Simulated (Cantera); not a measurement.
Input (Python, Cantera) and output of one run.

```python
import numpy as np
import cantera as ct

gas_names = """
    H HNO HNO2 HNO3 HO2 H2 H2O H2O2 N NH NH2 NH3 NH2OH NO NO2 NO3 N2 N2H2 N2H4 N2O O OH O2 O3 V VN VO
    VO2
""".split()
cond_names = """
    H2O(s) H2O(L) V(cr) V(L) VN(s) VO(s) VO(L) V2O3(s) V2O3(L) V2O4(I) V2O4(II) V2O4(L) V2O5(s) V2O5(L)
""".split()


def load(file, names, dense=False):
    # The tables refer to 1 bar. Condensed volumes are neglected.
    table = {s.name: s for s in ct.Species.list_from_file(file)}
    out = []
    for n in names:
        d = dict(table[n].input_data)
        d["thermo"] = dict(d["thermo"], **{"reference-pressure": 1e5})
        if dense:
            d["equation-of-state"] = {"model": "constant-volume", "density": "1e6 g/cm^3"}
        out.append(ct.Species.from_dict(d))
    return out


gas = ct.Solution(thermo="ideal-gas", species=load("nasa_gas.yaml", gas_names))
cond = {s.name: ct.Solution(thermo="fixed-stoichiometry", species=[s], name=s.name)
        for s in load("nasa_condensed.yaml", cond_names, dense=True)}
atoms = {
    'V': {'V': 1},
    'N2O': {'N': 2, 'O': 1},
    'H2': {'H': 2},
    'NH3': {'N': 1, 'H': 3},
}
top_T = {'VN(s)': 2300}  # K; cautious upper limits of use, not melting points


def equilibrate(T, P, feed):
    n = {}
    for name, mol in feed.items():
        for a, k in atoms[name].items():
            n[a] = n.get(a, 0.0) + k * mol
    gas.TPX = T, P, n
    mass = sum(n.values()) * gas.mean_molecular_weight
    gas.equilibrate("TP")
    valid = [c for c in cond.values() if c.min_temp <= T <= top_T.get(c.name, c.max_temp)]
    mix = ct.Mixture([(gas, mass / gas.mean_molecular_weight)] + [(c, 0.0) for c in valid])
    mix.T, mix.P = T, P
    mix.equilibrate("TP", solver="vcs", rtol=1e-11, max_steps=5000)
    return mix


results = []
T = 925  # K
P = 34  # Pa
for m in [0.39, 0.53, 0.72, 0.98, 1.3, 1.8, 2.4, 3.3, 4.5, 6.1]:
    feed = {'V': 1, 'N2O': 0.18, 'H2': 320, 'NH3': m}  # mol
    mix = equilibrate(T, P, feed)
    results.append((T, P, feed, dict(zip(mix.species_names, mix.species_moles))))

top = {s: max(r[3][s] / sum(r[3][g] for g in gas_names) for r in results) for s in gas_names}
cols = sorted((s for s in top if top[s] > 0.0001), key=lambda s: -top[s])[:5]
seen = [c for c in cond_names if any(r[3].get(c, 0) > 1e-12 for r in results)]
print("log10 of partial pressures in bar; condensed amounts in mol")
print(f"{'n(NH3)':>10s}" + "".join(f"{s[:9]:>10s}" for s in cols + seen))
for T, P, feed, n in results:
    ng = sum(n[g] for g in gas_names)
    print(f"{feed['NH3']:10.4g}" + "".join(f"{np.log10(max(n[s] / ng * P / 1e5, 1e-99)):10.3f}" for s in cols)
          + "".join(f"{n.get(c, 0):10.4g}" for c in seen))
```

Result:

```
log10 of partial pressures in bar; condensed amounts in mol
    n(NH3)        H2        N2     V(cr)     VN(s)     VO(s)   V2O3(s)
      0.39    -3.469   -15.529      0.07      0.75      0.18         0
      0.53    -3.469    -7.651         0    0.8478    0.1091   0.02155
      0.72    -3.469    -6.991         0    0.8869         0   0.05654
      0.98    -3.469    -6.623         0    0.8892         0    0.0554
       1.3    -3.469    -6.392         0     0.891         0    0.0545
       1.8    -3.469    -6.176         0     0.893         0    0.0535
       2.4    -3.470    -6.010         0    0.8948         0   0.05259
       3.3    -3.470    -5.842         0    0.8969         0   0.05154
       4.5    -3.471    -5.689         0    0.8991         0   0.05043
       6.1    -3.472    -5.546         0    0.9015         0   0.04924
```

Method: chemical equilibrium by Gibbs-energy minimisation in Cantera with the NASA 1993 tables (ideal gas, pure condensed phases). VN, VO: taken at fixed stoichiometry. Condensed phases not in the tables: the oxides between V2O3 and V2O5 other than VO2, solid solutions among these carbides, nitrides and lower oxides, V2N, N, O or C dissolved in the metal.
